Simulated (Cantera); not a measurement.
## Equilibrium for nitride etching: BN + F₂ + NF₃

Charge: 1 mol BN, 4 mol F₂, 13 mol NF₃, equilibrated at 10.0 mbar.

These are equilibrium values from Cantera (NASA tables, ideal gas, pure condensed phases), not measurements of a reactor. Candidate condensed phases: B, BN; 13 gas species. Kinetics and transport are ignored.

```json
[
 {"T (K)": "875", "x F": "0.181", "x F₂": "0.571", "x N₂": "0.210", "x BF₃": "0.0306", "x NF₃": "0.00748", "x NF₂": "5.91e-7"},
 {"T (K)": "925", "x F": "0.302", "x F₂": "0.470", "x N₂": "0.198", "x BF₃": "0.0284", "x NF₃": "0.00206", "x NF₂": "6.10e-7"},
 {"T (K)": "975", "x F": "0.447", "x F₂": "0.345", "x N₂": "0.181", "x BF₃": "0.0259", "x NF₃": "0.000524", "x NF₂": "5.39e-7"},
 {"T (K)": "1025", "x F": "0.589", "x F₂": "0.222", "x N₂": "0.165", "x BF₃": "0.0235", "x NF₃": "0.000119", "x NF₂": "4.08e-7"},
 {"T (K)": "1075", "x F": "0.699", "x F₂": "0.127", "x N₂": "0.152", "x BF₃": "0.0217", "x NF₃": "2.45e-5", "x NF₂": "2.71e-7"},
 {"T (K)": "1125", "x F": "0.768", "x F₂": "0.0675", "x N₂": "0.144", "x BF₃": "0.0205", "x NF₃": "4.86e-6", "x NF₂": "1.66e-7"},
 {"T (K)": "1175", "x F": "0.806", "x F₂": "0.0350", "x N₂": "0.139", "x BF₃": "0.0199", "x NF₃": "9.97e-7", "x NF₂": "9.93e-8"},
 {"T (K)": "1225", "x F": "0.825", "x F₂": "0.0183", "x N₂": "0.137", "x BF₃": "0.0196", "x NF₃": "2.21e-7", "x NF₂": "5.98e-8"},
 {"T (K)": "1275", "x F": "0.835", "x F₂": "0.00990", "x N₂": "0.136", "x BF₃": "0.0194", "x NF₃": "5.35e-8", "x NF₂": "3.68e-8"},
 {"T (K)": "1325", "x F": "0.840", "x F₂": "0.00554", "x N₂": "0.135", "x BF₃": "0.0193", "x NF₃": "1.43e-8", "x NF₂": "2.33e-8"},
 {"T (K)": "1375", "x F": "0.842", "x F₂": "0.00322", "x N₂": "0.135", "x BF₃": "0.0193", "x NF₃": "4.16e-9", "x NF₂": "1.52e-8"},
 {"T (K)": "1425", "x F": "0.844", "x F₂": "0.00194", "x N₂": "0.135", "x BF₃": "0.0193", "x NF₃": "1.32e-9", "x NF₂": "1.02e-8"},
 {"T (K)": "1475", "x F": "0.845", "x F₂": "0.00120", "x N₂": "0.135", "x BF₃": "0.0193", "x NF₃": "4.52e-10", "x NF₂": "7.00e-9"},
 {"T (K)": "1525", "x F": "0.845", "x F₂": "0.000772", "x N₂": "0.135", "x BF₃": "0.0192", "x NF₃": "1.66e-10", "x NF₂": "4.92e-9"}
]
```
x: gas mole fraction; nothing condenses.

From 875 K to 1525 K nothing is condensed. The main B-bearing gas is BF₃ throughout.
